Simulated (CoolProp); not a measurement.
Propylene at 298.15 K and 1.88 MPa flows at 4.5 m/s in a round tube of 10 mm bore and 0.25 µm roughness, fully developed (64/Re and Nu = 3.66 if laminar; Colebrook and Gnielinski if turbulent). Each further row changes one setting.

Computed with CoolProp (reference Helmholtz-energy equation of state, Lemmon 2013).

```tsv
case	Reynolds number	Darcy friction factor	pressure drop (Pa/m)	heat-transfer coefficient (W/(m² K))	mass flow (kg/h)
as stated	238000	0.0153	7910	8230	647
velocity 9 m/s	475000	0.0136	28100	14900	1290
diameter 20 mm	475000	0.0135	3470	7360	2590
```

Viscosity comes from a separate model (Huber 2003), an estimate that may be off by 10 % or more. Thermal conductivity comes from a separate model (Huber 2003), an estimate that may be off by 10 % or more.
